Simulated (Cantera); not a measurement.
**Adiabatic ignition**

An adiabatic, constant-volume homogeneous reactor starts with 22.7 % CH₃OH, 16.2 % O₂, 61.1 % N₂, at 1275 K and 500000 Pa.

Computed with Cantera and GRI-Mech 3.0 (53 species, 325 reactions). GRI-Mech 3.0 was tuned for natural gas; its chemistry of methanol as a main component is partial and can be far from experiment.

```tsv
t (s)	T (K)	P (bar)	x CH₃OH	x O₂	x NO₂	x C₂H₄	x CH₂CO	x CH₄	x CO₂
2.00e-6	1275	5.00	0.227	0.162	<1e-12	<1e-12	<1e-12	5.82e-8	4.16e-8
4.64e-6	1275	5.00	0.227	0.162	<1e-12	1.81e-12	<1e-12	2.37e-7	9.70e-8
1.07e-5	1275	5.00	0.227	0.162	<1e-12	7.33e-12	<1e-12	7.76e-7	2.25e-7
2.49e-5	1275	5.00	0.227	0.162	<1e-12	2.13e-11	<1e-12	2.08e-6	5.23e-7
5.78e-5	1275	5.00	0.227	0.162	<1e-12	5.20e-11	1.07e-12	5.01e-6	1.21e-6
0.000134	1275	5.00	0.227	0.162	<1e-12	1.16e-10	6.06e-12	1.14e-5	2.82e-6
0.000310	1276	5.01	0.226	0.162	<1e-12	2.45e-10	4.61e-11	2.44e-5	6.76e-6
0.000719	2720	13.8	5.21e-12	4.77e-5	3.49e-9	<1e-12	1.79e-12	4.10e-10	0.0337
0.00167	2718	13.8	5.25e-12	4.67e-5	1.45e-8	<1e-12	1.81e-12	4.18e-10	0.0336
0.00387	2717	13.8	5.25e-12	4.66e-5	1.51e-8	<1e-12	1.81e-12	4.18e-10	0.0336
0.00896	2717	13.8	5.25e-12	4.66e-5	1.51e-8	<1e-12	1.81e-12	4.18e-10	0.0336
0.0208	2717	13.8	5.25e-12	4.66e-5	1.51e-8	<1e-12	1.81e-12	4.18e-10	0.0336
0.0482	2717	13.8	5.25e-12	4.66e-5	1.51e-8	<1e-12	1.81e-12	4.18e-10	0.0336
0.112	2717	13.8	5.25e-12	4.66e-5	1.51e-8	<1e-12	1.81e-12	4.18e-10	0.0336
0.259	2717	13.8	5.25e-12	4.66e-5	1.51e-8	<1e-12	1.81e-12	4.18e-10	0.0336
0.600	2717	13.8	5.25e-12	4.66e-5	1.51e-8	<1e-12	1.81e-12	4.18e-10	0.0336
```
x: mole fraction; the columns are a selection and need not sum to one.

* **time of steepest temperature rise**: 0.628 ms
* **temperature at 0.600 s**: 2717 K
* **equilibrium temperature**: 2717 K
* **x(CH₃OH) at 0.600 s**: 5.25e-12 (gas-phase equilibrium 5.41e-12)
* **x(O₂) at 0.600 s**: 4.66e-5 (gas-phase equilibrium 4.66e-5)
* **x(NO₂) at 0.600 s**: 1.51e-8 (gas-phase equilibrium 1.51e-8)
